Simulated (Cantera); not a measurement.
Feed: 1 mol Al, 23 mol N2, 23 mol O2, held at 600 °C and 4100 Pa.

Method: chemical equilibrium by Gibbs-energy minimisation in Cantera with the NASA 1993 tables (ideal gas, pure condensed phases). Candidate condensed phases: Al, AlN, Al2O3; 16 gas species. Equilibrium is a limit: real reactors are often held back by kinetics, nucleation or transport.

Question: What is the equilibrium state?

Answer: 
* **x(N2)**: 0.508
* **x(O2)**: 0.492
* **x(NO)**: 7.77e-6
* **n(Al2O3(s))**: 0.500 mol
* **gas amount**: 45.25 mol
* **log10 activity of Al(s) (absent)**: -40.68
